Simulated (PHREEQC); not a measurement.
0.28 g of hydrous ferric oxide (600 m²/g; 0.2 weak and 0.005 strong sites per Fe, Dzombak-Morel constants, diffuse double layer) in 1 kg of water with 0.1 mol/kgw of an inert sodium salt and 0.0002 mol/kgw Na2SO4, at 25 °C; the pH is set by adding NaOH or the inert anion's acid. O2 is buffered at 0.21 atm. The system is closed to CO2. No solid was allowed to form.

All values are PHREEQC results (ion-association model, wateq4f.dat), not measurements.

```
pH    S sorbed (%)  surface charge σ (C/m²)  surface potential ψ (mV)
----  ------------  -----------------------  ------------------------
3             80.6                    0.183                       118
3.5           80.3                    0.179                       117
4             78.2                    0.171                       115
4.5           73.1                    0.156                       110
5       (withheld)                    0.134                       102
5.5           48.5                    0.109                        92
6             30.9                    0.086                        81
6.5           14.9                    0.064                        67
7              4.7                    0.042                        50
7.5            1.0                    0.022                (withheld)
8              0.2                    0.004                         5
8.5            0.0               (withheld)                       -19
9              0.0                   -0.034                (withheld)
9.5            0.0                   -0.060                       -65
10             0.0                   -0.094                       -85
10.5           0.0                   -0.137                      -103
11             0.0                   -0.190                      -120
```

Problem. Complete the blanks.

Solution. 
- 5, S sorbed (%): 63.3
- 7.5, surface potential ψ (mV): 29
- 8.5, surface charge σ (C/m²): -0.014
- 9, surface potential ψ (mV): -42

The oxide is taken as insoluble; below pH 4 it would dissolve.
